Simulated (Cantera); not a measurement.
Feed: 1 mol Cu₂O, 1.2 mol CO, 2 mol C, held at 52.0 mbar.

These are equilibrium values from Cantera (NASA tables, ideal gas, pure condensed phases), not measurements of a reactor. Candidate condensed phases: C, Cu, CuO, Cu₂O; 15 gas species. Kinetics and transport are ignored.

Task: What share of the Cu ends up in condensed phases as a function of T (°C), at 925, 1075, 1225, 1375, 1525, 1675, 1825?

Result: 
```csv
T (°C),Cu condensed (%),as
925,100.0,Cu(s)
1075,100.0,Cu(s)
1225,100.0,Cu(l)
1375,99.8,Cu(l)
1525,98.9,Cu(l)
1675,94.1,Cu(l)
1825,72.7,Cu(l)
```
